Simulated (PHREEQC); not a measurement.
Model water analysis in mg/kgw, 75 °C, pH 6.39: Na 3700; K 104; Ca 407; Mg 626; Cl 7790; S(6) as SO4 763; Alkalinity as HCO3 7.88; Fe(2) 1.95.

Cl is adjusted to close the charge balance.
Valence states are taken as typed.

The numbers come from PHREEQC with the ion-association model, phreeqc.dat.

Task: The ionic strength comes out as 0.263 mol/kgw. What activity coefficients do MgOH+, FeCl+, K+, Ca+2, Na+ get?

Result: MgOH+ 0.73, FeCl+ 0.71, K+ 0.67, Ca+2 0.26, Na+ 0.71.

This is a speciation only: nothing precipitates in the calculation. Constants without temperature data keep their 25 °C values here.
